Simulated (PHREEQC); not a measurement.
Synthetic water in mg/L, 25 °C, pH 7.43, pe 8.6:

| constituent | mg/L |
|---|---|
| Na | 3.6 |
| K | 6.73 |
| Ca | 15.5 |
| Mg | 1.19 |
| Cl | 1.84 |
| S(6) as SO4 | 12 |
| Alkalinity as HCO3 | 55 |
| Cd | 0.044 |
| F | 0.0195 |
| Pb | 0.0465 |

Valence states are taken as typed.

Equilibrium calculation in PHREEQC: ion-association model, wateq4f.dat.

| quantity | before | after |
|---|---|---|
| CO2 (mol/kgw) | 7.12e-5 | 2.23e-5 |
| CO3-2 (mol/kgw) | 1.29e-6 | 4.05e-6 |
| CaCO3 (mol/kgw) | 5.66e-7 | 1.77e-6 |
| PbCO3 (mol/kgw) | 1.97e-7 | 2.09e-7 |
| MgCO3 (mol/kgw) | 4.08e-8 | 1.27e-7 |
| Pb+2 (mol/kgw) | 1.27e-8 | 4.29e-9 |
| SI of Otavite (CdCO3) | -0.38 | +0.12 |
| SI of Cerrusite (PbCO3) | -0.81 | -0.79 |

Question: Which change was made?
(A) pH from 7.43 to 6.43 at the same alkalinity
(B) pH from 7.43 to 7.93 at the same alkalinity
(C) F from 0.0195 to 0.00975 mg/L

Answer: B, pH from 7.43 to 7.93 at the same alkalinity

Precipitation was switched off in this run. Some of these states are supersaturated (in Otavite, for instance).
